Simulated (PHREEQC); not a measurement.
Model water analysis in mmol/kgw, 25 °C, pH 2.43, pe 12.4:

```json
[
 {"constituent": "Na", "mmol/kgw": "3.03"},
 {"constituent": "K", "mmol/kgw": "2.09"},
 {"constituent": "Ca", "mmol/kgw": "3.73"},
 {"constituent": "Mg", "mmol/kgw": "2.3"},
 {"constituent": "Cl", "mmol/kgw": "6.81"},
 {"constituent": "S(6)", "mmol/kgw": "8.71"},
 {"constituent": "F", "mmol/kgw": "0.00594"},
 {"constituent": "Zn", "mmol/kgw": "0.0511"}
]
```

Valence states are taken as typed.

Model: ion-association model, phreeqc.dat, run in PHREEQC.

Each row changes one thing in this solution. Precipitation was switched off in this run.

```tsv
case	ionic strength (mol/kgw)	SO4-2 (mol/kgw)	Ca+2 (mol/kgw)	Mg+2 (mol/kgw)	HSO4- (mol/kgw)	CaSO4 (mol/kgw)	SI of Gypsum (CaSO4:2H2O)	SI of Fluorite (CaF2)
as made	0.0294	0.00579	0.00287	0.00165	0.00131	0.000840	-0.74	-4.33
all concentrations times 2 at the same typed pH	0.0539	0.0110	0.00526	0.00297	0.00220	0.00214	-0.34	-3.54
Zn from 0.0511 to 0.153 mmol/kgw	0.0295	0.00577	0.00287	0.00165	0.00130	0.000837	-0.74	-4.33
```
